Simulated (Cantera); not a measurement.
Feed: 1 mol FeS2, 0.76 mol H2, 2.9 mol H2O, at 725 K and 52.0 Pa.

These are equilibrium values from Cantera (NASA tables, ideal gas, pure condensed phases), not measurements of a reactor. Candidate condensed phases: Fe, FeO, Fe(OH)2, Fe(OH)3, FeS, FeSO4, FeS2, Fe2O3, Fe2(SO4)3, Fe3O4, H2O, H2SO4, S; 22 gas species. FeS: taken at fixed stoichiometry. Gases not in the tables: S3 to S7. Rates play no part.

Base state: H2O 0.790, H2S 0.186, H2 0.0213, S2 0.00230, SO2 6.43e-5 (mole fractions); condensed: FeS(s) + FeS2(s).

**Question.** What changes in the equilibrium state with this change: 0.025 mol CH4 added?

**Answer.** 
```tsv
species	before	after
H2O	0.790	0.761
H2S	0.186	0.206
H2	0.0213	0.0236
CO2	0	0.00664
CO	0	2.74e-5
SO2	6.43e-5	4.85e-5
FeS(s), mol	0.699	0.789
FeS2(s), mol	0.301	0.211
```
Further candidate phases: C, C6H6, C7H8, C8H18, Fe(CO)5.

**Question.** What changes in the equilibrium state with this change: pressure from 52.0 Pa to 5.20 mbar?

**Answer.** 
| species | before | after |
|---|---|---|
| H2O | 0.790 | 0.792 |
| H2S | 0.186 | 0.186 |
| H2 | 0.0213 | 0.0214 |
| S2 | 0.00230 | 0.000230 |
| SO2 | 6.43e-5 | 6.44e-6 |
| FeS(s), mol | 0.699 | 0.684 |
| FeS2(s), mol | 0.301 | 0.316 |

**Question.** What changes in the equilibrium state with this change: pressure from 52.0 Pa to 11.0 mbar?

**Answer.** 
| species | before | after |
|---|---|---|
| H2O | 0.790 | 0.792 |
| H2S | 0.186 | 0.186 |
| H2 | 0.0213 | 0.0214 |
| S2 | 0.00230 | 0.000109 |
| SO2 | 6.43e-5 | 3.04e-6 |
| FeS(s), mol | 0.699 | 0.683 |
| FeS2(s), mol | 0.301 | 0.317 |
